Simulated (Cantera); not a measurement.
Source: NASA polynomial tables (part measured, part estimated), evaluated in Cantera. Values are per mole of reaction as written; species without (g) are pure solids or liquids, kept so even where they would boil at 1 bar.

**Question.** Between 2050 and 2350 K, where is each reaction favourable under standard conditions?
- 4 Nb + 10 OH(g) → 2 Nb₂O₅ + 5 H₂(g)

**Answer.** 
- 4 Nb + 10 OH(g) → 2 Nb₂O₅ + 5 H₂(g): ΔG° is -2192 kJ at 2050 K and -1956 kJ at 2350 K; it stays negative (K > 1). ΔH° is -3782 kJ and ΔS° -777 J/K at 2350 K.
